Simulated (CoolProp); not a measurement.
Vapour-liquid equilibrium of carbon dioxide (1) + R123 (2) at -16.25 °C; x and y are mole fractions of (1).

Values from CoolProp's multi-fluid Helmholtz-energy mixture model, Span 1996 and Younglove 1994; pair parameters Bell 2016.

```
x     bubble pressure (MPa)  y at the bubble point  dew pressure at overall composition x (MPa)  liquid density (mol/L)
----  ---------------------  ---------------------  -------------------------------------------  ----------------------
0.05                0.09454                  0.848                                      0.01546                   10.58
0.2                  0.3245                  0.959                                      0.01835                   11.76
0.35                 0.5737                  0.979                                      0.02258                   13.15
0.5                  0.8697                  0.988                                      0.02931                   14.83
0.65                  1.224                  0.994                                      0.04175                   16.86
0.8                   1.630                  0.997                                      0.07251                   19.30
0.95                  2.061                  0.999                                       0.2724                   22.10
```

No azeotrope shows between x = 0.05 and 0.95.

Pair parameters are fitted to limited data, so mixtures are less certain than the pure fluids.
